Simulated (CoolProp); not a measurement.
Vapour-liquid equilibrium of carbon dioxide (1) + n-pentane (2) at 262.4 K; x and y are mole fractions of (1).

The numbers come from the multi-fluid Helmholtz-energy mixture model, Span 1996 and Thol 2019; pair parameters Kunz 2012 in CoolProp.

**Question.** Give the bubble pressure and the first vapour's composition at x = 0.125, 0.2, 0.95. Is there an azeotrope?

**Answer.** x = 0.125: 465.0 kPa, y = 0.968; x = 0.2: 746.9 kPa, y = 0.980; x = 0.95: 2426 kPa, y = 0.998. No azeotrope shows between x = 0.05 and 0.95.

The pair parameters rest on a limited set of measurements; away from them the model extrapolates. The gap from Raoult's law changes sign with composition, which may be real or a fault of the pair parameters; it wasn't checked against measurements.
